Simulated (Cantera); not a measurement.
# Low-pressure radical oxidation in H2/O2

An isothermal, constant-pressure homogeneous reactor starts with H2 : O2 = 0.23 : 1 (molar parts), at 1225 K and 0.000987 atm.

Cantera simulation using the H2/O2 subset of GRI-Mech 3.0, which has no nitrogen chemistry; the numbers are that mechanism's predictions, not measurements. Radical loss at walls, strong at low pressure, is not modelled. The temperature is held fixed by assumption; the heat of reaction is taken as removed at once.

```tsv
t (s)	x H2	x O2	x H	x H2O2	x O	x H2O
2.00e-6	0.187	0.813	3.32e-11	<1e-12	<1e-12	<1e-12
6.55e-6	0.187	0.813	1.08e-10	<1e-12	<1e-12	<1e-12
2.15e-5	0.187	0.813	3.51e-10	<1e-12	6.18e-12	<1e-12
7.03e-5	0.187	0.813	1.11e-9	<1e-12	6.34e-11	6.51e-12
0.000230	0.187	0.813	3.42e-9	<1e-12	6.05e-10	1.94e-10
0.000754	0.187	0.813	1.21e-8	6.65e-12	5.37e-9	4.86e-9
0.00247	0.187	0.813	1.20e-7	7.09e-11	8.09e-8	1.60e-7
0.00809	0.187	0.813	8.14e-5	7.55e-10	5.71e-5	0.000138
0.0265	0.00839	0.698	0.0631	1.93e-8	0.0778	0.142
0.0869	0.00799	0.700	0.0608	1.91e-8	0.0768	0.144
0.285	0.00758	0.708	0.0545	2.01e-8	0.0711	0.150
0.932	0.00624	0.728	0.0375	2.31e-8	0.0548	0.164
3.05	0.00295	0.766	0.0108	2.77e-8	0.0236	0.190
10.0	0.000434	0.789	0.000577	1.96e-8	0.00333	0.204
```
x: mole fraction; the columns are a selection and need not sum to one.

Equilibrium at this temperature and pressure: H2 1.56e-7, O2 0.794, H 3.92e-9, H2O2 1.73e-10, O 1.19e-6, H2O 0.206 (gas phase only).
